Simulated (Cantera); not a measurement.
Input (Python, Cantera):

```python
import numpy as np
import cantera as ct

surf = ct.Interface("diamond.yaml", "diamond_100")
gas, bulk = surf.adjacent["gas"], surf.adjacent["diamond"]
k = surf.kinetics_species_index(bulk.species_names[0])
cover = ["c6HH", "c6H*", "c6*H", "c6**", "c6HM", "c6B"]

rows, drift = [], 0.0
print(f"{'T':>10s}{'um/h':>11s}" + "".join(f"{s:>11s}" for s in cover))
for v in [950, 1000, 1050, 1100, 1150, 1200, 1250, 1300, 1350, 1400]:
    T, P, xH, xCH3 = v, 1600, 0.00032, 0.00033
    gas.TPX = T, P, {"H": xH, "CH3": xCH3, "CH4": 0.01, "H2": 1 - xH - xCH3 - 0.01}
    surf.TP = bulk.TP = T, P
    surf.coverages = "c6H*:0.1, c6HH:0.9"
    surf.advance_coverages(100.0)
    before = surf.coverages
    surf.advance_coverages(100.0)
    drift = max(drift, np.max(np.abs(surf.coverages - before) / (surf.coverages + 1e-9)))
    rate = surf.net_production_rates[k] * bulk.mean_molecular_weight / bulk.density * 3.6e9
    rows.append([rate, *surf[cover].coverages])
    print(f"{v:10.4g}{rate:11.4e}" + "".join(f"{x:11.3e}" for x in rows[-1][1:]))
```

Output:

```
         T       um/h       c6HH       c6H*       c6*H       c6**       c6HM        c6B
       950 8.4462e-01  4.256e-01  8.985e-03  2.134e-01  3.035e-03  2.674e-01  2.292e-09
      1000 7.0504e-01  4.949e-01  1.440e-02  2.948e-01  5.155e-03  1.382e-01  1.913e-09
      1050 4.2617e-01  5.319e-01  2.038e-02  3.649e-01  7.554e-03  5.017e-02  1.156e-09
      1100 2.5322e-01  5.315e-01  2.562e-02  4.060e-01  9.600e-03  1.532e-02  6.871e-10
      1150 1.9098e-01  5.192e-01  3.015e-02  4.274e-01  1.119e-02  4.570e-03  5.182e-10
      1200 1.7461e-01  5.090e-01  3.417e-02  4.374e-01  1.237e-02  1.400e-03  4.738e-10
      1250 1.5178e-01  5.048e-01  3.773e-02  4.397e-01  1.324e-02  4.415e-04  4.119e-10
      1300 9.9399e-02  5.070e-01  4.080e-02  4.360e-01  1.377e-02  1.443e-04  2.697e-10
      1350 4.7469e-02  5.144e-01  4.335e-02  4.275e-01  1.379e-02  5.072e-05  1.288e-10
      1400 1.9277e-02  5.248e-01  4.544e-02  4.160e-01  1.342e-02  1.939e-05  5.231e-11
```

Cantera simulation using the Harris–Goodwin 1993 mechanism for the reconstructed diamond (100) surface; the numbers are that mechanism's predictions, not measurements.
